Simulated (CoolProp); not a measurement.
Vapour-liquid equilibrium of isohexane (1) + n-heptane (2) at 371.9 K; x and y are mole fractions of (1).

The numbers come from the multi-fluid Helmholtz-energy mixture model, Lemmon 2006 and Span 2003; pair parameters Bell 2016 in CoolProp.

Question: Give the bubble pressure and the first vapour's composition at x = 0.5, 0.8, 0.95. Is there an azeotrope?

Answer: x = 0.5: 0.1977 MPa, y = 0.726; x = 0.8: 0.2576 MPa, y = 0.913; x = 0.95: 0.2886 MPa, y = 0.980. No azeotrope shows between x = 0.05 and 0.95.

The pair parameters rest on a limited set of measurements; away from them the model extrapolates.
